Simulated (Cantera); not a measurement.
Feed: 1 mol C2H6, 0.065 mol NH3, 43 mol H2, 0.012 mol O2, equilibrated at 1077 °C.

Equilibrium computed with Cantera from the NASA thermochemical tables; the gas is ideal and each condensed phase is pure. Candidate condensed phases: C, C6H6, C7H8, C8H18, H2O; 136 gas species. The ideal-gas law is rough above about 30 bar. Rates play no part.

log p: log10 of the partial pressure in bar; n: condensed amount in mol.

| P (Pa) | log p H2 | log p CH4 | log p N2 | log p CO | log p H2O | n C(graphite) |
|---|---|---|---|---|---|---|
| 10 | -4.00 | -10.24 | -7.16 | -7.28 | -13.53 | 1.98 |
| 160 | -2.80 | -7.83 | -5.95 | -6.08 | -11.12 | 1.98 |
| 2500 | (withheld) | (withheld) | (withheld) | (withheld) | (withheld) | 1.97 |
| 40000 | -0.40 | -3.04 | -3.55 | -3.68 | -6.32 | 1.87 |
| 630000 | (withheld) | (withheld) | (withheld) | (withheld) | (withheld) | (withheld) |
| 10000000 | 1.98 | 0.66 | -1.21 | -2.13 | -1.33 | 0 |

### Question
What belongs in the gaps?

### Answer

- 2500, log p H2: -1.60
- 2500, log p CH4: -5.44
- 2500, log p N2: -4.76
- 2500, log p CO: -4.89
- 2500, log p H2O: -8.73
- 630000, log p H2: 0.78
- 630000, log p CH4: -0.67
- 630000, log p N2: -2.35
- 630000, log p CO: -2.49
- 630000, log p H2O: -3.94
- 630000, n C(graphite): 0.466
